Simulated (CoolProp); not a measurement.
Vapour-liquid equilibrium of dimethyl ether (1) + R134a (2) at 2.26 kPa; x and y are mole fractions of (1).

Computed with CoolProp (multi-fluid Helmholtz-energy mixture model, Wu 2011 and Tillner-Roth 1994; pair parameters Bell 2016).

| x | bubble temperature, mixture model (K) | bubble temperature, Raoult's law (K) | y, mixture model | y, Raoult's law |
|---|---|---|---|---|
| 0.05 | ___ | 187.4 | 0.039 | 0.056 |
| 0.2 | ___ | 187.2 | ___ | 0.220 |
| 0.35 | 188.3 | 187.0 | 0.333 | 0.378 |
| 0.5 | 188.3 | 186.8 | ___ | 0.531 |
| 0.65 | ___ | 186.6 | ___ | 0.678 |
| 0.8 | 187.3 | 186.3 | ___ | 0.819 |
| 0.95 | ___ | 186.1 | 0.973 | 0.956 |

**Question.** Some entries are withheld; supply them.

**Answer.** 
- 0.05, bubble temperature, mixture model (K): 187.6
- 0.2, bubble temperature, mixture model (K): 188.0
- 0.2, y, mixture model: 0.171
- 0.5, y, mixture model: 0.517
- 0.65, bubble temperature, mixture model (K): 187.9
- 0.65, y, mixture model: 0.702
- 0.8, y, mixture model: 0.861
- 0.95, bubble temperature, mixture model (K): 186.4

The largest gap from Raoult's law is +1.5 K in bubble temperature, at x = 0.5. y crosses x between x = 0.35 and 0.5: the model has an azeotrope there.

Pair parameters are fitted to limited data, so mixtures are less certain than the pure fluids.
